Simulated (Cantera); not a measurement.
Cantera run:

```python
import numpy as np
import cantera as ct

gas_names = """
    C CO CO2 C2 C2O C3 C3O2 C4 C5 Ca CaO Ca2 O O2 O3
""".split()
cond_names = """
    C(gr) Ca(a) Ca(b) Ca(L) CaCO3(caL) CaO(s) CaO(L)
""".split()


# ... load() reads the species with a 1 bar reference pressure and builds the phases ...
atoms = {
    'CaCO3': {'Ca': 1, 'C': 1, 'O': 3},
    'C': {'C': 1},
    'CO2': {'C': 1, 'O': 2},
}
top_T = {'C(gr)': 4500}  # K; cautious upper limits of use, not melting points


# ... equilibrate(T, P, feed) seeds the gas with the atoms and calls Mixture.equilibrate('TP', solver="vcs", rtol=1e-11, max_steps=5000) ...
results = []
feed = {'CaCO3': 1, 'C': 0.27, 'CO2': 0.056}  # mol
P = 210  # Pa
for T in [700, 750, 800, 850, 900, 950, 1000, 1050, 1100, 1150, 1200, 1250, 1300]:
    mix = equilibrate(T, P, feed)
    results.append((T, P, feed, dict(zip(mix.species_names, mix.species_moles))))

top = {s: max(r[3][s] / sum(r[3][g] for g in gas_names) for r in results) for s in gas_names}
cols = sorted((s for s in top if top[s] > 1e-05), key=lambda s: -top[s])[:6]
seen = [c for c in cond_names if any(r[3].get(c, 0) > 1e-12 for r in results)]
print("log10 of partial pressures in bar; condensed amounts in mol")
print(f"{'T/K':>10s}" + "".join(f"{s[:9]:>10s}" for s in cols + seen))
for T, P, feed, n in results:
    ng = sum(n[g] for g in gas_names)
    print(f"{T:10.4g}" + "".join(f"{np.log10(max(n[s] / ng * P / 1e5, 1e-99)):10.3f}" for s in cols)
          + "".join(f"{n.get(c, 0):10.4g}" for c in seen))
```

Output:

```
log10 of partial pressures in bar; condensed amounts in mol
       T/K        CO       CO2     C(gr) CaCO3(caL    CaO(s)
       700    -3.216    -2.826    0.2605         1         0
       750    -2.906    -3.066    0.2465         1         0
       800    -2.748    -3.502    0.2286         1         0
       850    -3.068    -2.905         0         0         1
       900    -3.068    -2.905         0         0         1
       950    -3.068    -2.905         0         0         1
      1000    -3.068    -2.905         0         0         1
      1050    -3.068    -2.905         0         0         1
      1100    -3.068    -2.905         0         0         1
      1150    -3.068    -2.905         0         0         1
      1200    -3.068    -2.905         0         0         1
      1250    -3.068    -2.905         0         0         1
      1300    -3.068    -2.905         0         0         1
```

Cantera equilibrium calculation (NASA polynomials, part measured and part estimated; ideal gas, pure solids and liquids).
